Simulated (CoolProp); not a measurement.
Saturated liquid density (kg/m³) of R1234ze(E): the reference equation beside estimates from Tc = 382.5 K, pc = 3635 kPa, ω = 0.313. Rackett uses Z = 0.29056 − 0.08775 ω.

Values from CoolProp's reference Helmholtz-energy equation of state, Thol 2016.

```tsv
T (K)	reference	Rackett	van der Waals	Soave-Redlich-Kwong	Peng-Robinson
269	1252	1273	741.8	1130	1279
275.6	1233	1253	730.4	1111	1258
282.3	1213	1232	718.4	1090	1235
288.9	1193	1210	706.1	1068	1211
295.6	1171	1188	693.1	1045	1186
302.2	1150	1165	679.7	1022	1159
308.9	1127	1141	665.6	995.9	1130
315.5	1103	1116	650.9	969.0	1100
322.2	1078	1089	635.3	939.9	1067
328.8	1051	1062	618.9	909.1	1032
335.5	1022	1032	601.2	875.5	993.1
342.1	991.4	1000	582.5	839.5	951.6
348.8	957.1	965.4	561.8	799.5	905.1
```

Absolute difference from the reference over all 13 rows, mean and median: Rackett 1.2 and 1.2 %, van der Waals 41.0 and 40.9 %, Soave-Redlich-Kwong 12.2 and 11.6 %, Peng-Robinson 1.9 and 1.8 %.
